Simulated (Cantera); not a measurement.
**Low-pressure radical oxidation in H2/O2**

An isothermal, constant-pressure homogeneous reactor starts with H₂ : O₂ : N₂ : H₂O = 0.35 : 1 : 0.48 : 0.01 (molar parts), at 1125 K and 15.0 Torr.

Model: GRI-Mech 3.0 (53 species, 325 reactions), integrated in Cantera. Radical loss at walls, strong at low pressure, is not modelled. The temperature is held fixed by assumption; the heat of reaction is taken as removed at once.

```json
[
 {"t (s)": "0.000200", "x H₂": "0.190", "x O₂": "0.543", "x NO": "<1e-12", "x O": "7.34e-9", "x N₂O": "<1e-12"},
 {"t (s)": "0.000557", "x H₂": "0.190", "x O₂": "0.543", "x NO": "<1e-12", "x O": "6.90e-7", "x N₂O": "<1e-12"},
 {"t (s)": "0.00155", "x H₂": "0.0720", "x O₂": "0.485", "x NO": "1.79e-8", "x O": "0.0250", "x N₂O": "1.76e-10"},
 {"t (s)": "0.00431", "x H₂": "0.00803", "x O₂": "0.465", "x NO": "8.91e-7", "x O": "0.0340", "x N₂O": "2.28e-9"},
 {"t (s)": "0.0120", "x H₂": "0.00259", "x O₂": "0.487", "x NO": "1.39e-6", "x O": "0.00980", "x N₂O": "3.89e-9"},
 {"t (s)": "0.0334", "x H₂": "0.000293", "x O₂": "0.494", "x NO": "1.43e-6", "x O": "0.00107", "x N₂O": "5.82e-9"},
 {"t (s)": "0.0928", "x H₂": "3.02e-5", "x O₂": "0.495", "x NO": "1.43e-6", "x O": "0.000113", "x N₂O": "6.73e-9"},
 {"t (s)": "0.258", "x H₂": "4.69e-6", "x O₂": "0.495", "x NO": "1.43e-6", "x O": "1.87e-5", "x N₂O": "7.10e-9"},
 {"t (s)": "0.719", "x H₂": "1.03e-6", "x O₂": "0.495", "x NO": "1.43e-6", "x O": "4.31e-6", "x N₂O": "7.29e-9"},
 {"t (s)": "2.00", "x H₂": "2.79e-7", "x O₂": "0.495", "x NO": "1.43e-6", "x O": "1.20e-6", "x N₂O": "7.40e-9"}
]
```
x: mole fraction; the columns are a selection and need not sum to one.

Equilibrium at this temperature and pressure: H₂ 5.27e-9, O₂ 0.495, NO 9.92e-5, O 2.31e-8, N₂O 6.25e-10 (gas phase only).
